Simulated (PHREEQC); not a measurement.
A solution holds 0.04 mol/kgw CuCl2, 0.035 mol/kgw HNO3 and 0.0024 mol/kgw FeCl3, at 46 °C. Closed to the air; pH follows from the charge balance.

Model: ion-association model, phreeqc.dat, run in PHREEQC.

Each row changes one thing in this solution. Precipitation was switched off in this run.

| case | pH | ionic strength (mol/kgw) | Cl- (mol/kgw) | Cu+2 (mol/kgw) | CuCl+ (mol/kgw) | CuCl2 (mol/kgw) |
|---|---|---|---|---|---|---|
| as made | 1.55 | 0.152 | 0.0792 | 0.0335 | 0.00636 | 0.000172 |
| FeCl3 left out | 1.55 | ? | 0.0736 | 0.0338 | 0.00608 | ? |
| HNO3 replaced by Mg(NO3)2 at the same molality | 2.79 | 0.223 | 0.0807 | 0.0340 | 0.00585 | 0.000146 |
| temperature from 46 to 50 °C | 1.55 | 0.150 | 0.0782 | 0.0326 | 0.00721 | 0.000199 |
| diluted 5-fold with water | 2.20 | 0.0322 | 0.0169 | ? | 0.000468 | 3.65e-6 |
| diluted 10-fold with water | 2.48 | 0.0162 | 0.00857 | ? | 0.000141 | 6.13e-7 |
| temperature from 46 to 30 °C | 1.55 | 0.158 | 0.0822 | 0.0364 | 0.00355 | 8.56e-5 |

Question: Complete the blanks.

Answer: 
- FeCl3 left out, ionic strength (mol/kgw): 0.142
- FeCl3 left out, CuCl2 (mol/kgw): 0.000155
- diluted 5-fold with water, Cu+2 (mol/kgw): 0.00753
- diluted 10-fold with water, Cu+2 (mol/kgw): 0.00386

Some of these states are supersaturated (in Hematite (slow to form), Goethite (slow to form), for instance). Away from 25 °C the constants follow the database's enthalpies or fits; those with neither stay at their 25 °C values.
